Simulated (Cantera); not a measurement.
A freely propagating, adiabatic, planar premixed flame of 8.33 % CH4, 16.7 % O2, 75.0 % N2, equivalence ratio 1.0, unburnt at 675 K and 87000 Pa; mixture-averaged transport, grid criteria slope 0.08 and curve 0.16, no radiation.

Cantera simulation using GRI-Mech 3.0 (53 species, 325 reactions); the numbers are that mechanism's predictions, not measurements. Burning velocities carry a grid error of a few per cent, more on coarse grids.

x: mole fraction of selected species; z is measured from the peak of heat release.

| z (mm) | T (K) | u (m/s) | x CH4 | x O2 | x OH | x C2H | x CH2CO | x C2H2 |
|---|---|---|---|---|---|---|---|---|
| -1.26 | 675 | 1.34 | 0.0832 | 0.167 | <1e-8 | <1e-8 | <1e-8 | <1e-8 |
| -0.841 | 677 | 1.34 | 0.0830 | 0.166 | <1e-8 | <1e-8 | 1.01e-8 | 2.68e-8 |
| -0.631 | 683 | 1.36 | 0.0823 | 0.165 | 3.15e-8 | <1e-8 | [?] | 1.61e-7 |
| -0.421 | 725 | 1.45 | 0.0790 | 0.162 | 1.16e-6 | <1e-8 | [?] | 1.59e-6 |
| -0.210 | 1027 | 2.08 | 0.0585 | 0.137 | 4.05e-5 | <1e-8 | [?] | 2.28e-5 |
| -0.105 | 1389 | 2.84 | 0.0328 | 0.102 | 0.000359 | <1e-8 | [?] | 7.34e-5 |
| 0 | 1745 | 3.60 | 0.00799 | 0.0586 | 0.00229 | 2.05e-7 | [?] | 0.000132 |
| 0.105 | 1892 | 3.90 | 0.000608 | 0.0331 | 0.00596 | 1.36e-7 | [?] | 2.44e-5 |
| 0.210 | 1931 | 3.97 | 2.39e-5 | 0.0242 | 0.00781 | <1e-8 | [?] | 8.09e-7 |
| 0.421 | 1974 | 4.04 | 4.62e-8 | 0.0196 | 0.00846 | <1e-8 | <1e-8 | <1e-8 |
| 0.841 | 2030 | 4.13 | <1e-8 | 0.0170 | 0.00832 | <1e-8 | <1e-8 | <1e-8 |
| 1.68 | 2097 | 4.25 | <1e-8 | 0.0146 | 0.00770 | <1e-8 | <1e-8 | <1e-8 |
| 3.37 | 2165 | 4.37 | <1e-8 | 0.0120 | 0.00670 | <1e-8 | <1e-8 | <1e-8 |

Fill in the missing entries.


- -0.631, x CH2CO: 7.36e-8
- -0.421, x CH2CO: 9.93e-7
- -0.210, x CH2CO: 2.46e-5
- -0.105, x CH2CO: 8.85e-5
- 0, x CH2CO: 0.000100
- 0.105, x CH2CO: 1.65e-5
- 0.210, x CH2CO: 7.44e-7
